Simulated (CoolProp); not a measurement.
R134a at 242.13 K and 3.46 MPa flows at 6.5 m/s in a round tube of 12.7 mm bore and 0.25 µm roughness, fully developed (64/Re and Nu = 3.66 if laminar; Colebrook and Gnielinski if turbulent). Each further row changes one setting.

Values from CoolProp's reference Helmholtz-energy equation of state, Tillner-Roth 1994.

```
case              Reynolds number  Darcy friction factor  pressure drop (Pa/m)  heat-transfer coefficient (W/(m² K))  mass flow (kg/h)
----------------  ---------------  ---------------------  --------------------  ------------------------------------  ----------------
as stated                  274000                 0.0149                 34700                                 10400              4150
velocity 13 m/s            547000                 0.0132                123000                                 19100              8300
diameter 25.4 mm           547000                 0.0131                 15200                                  9490             16600
```

Viscosity comes from a separate model (Huber 2003), an estimate that may be off by 10 % or more. Thermal conductivity comes from a separate model (McLinden 2000), an estimate that may be off by 10 % or more.
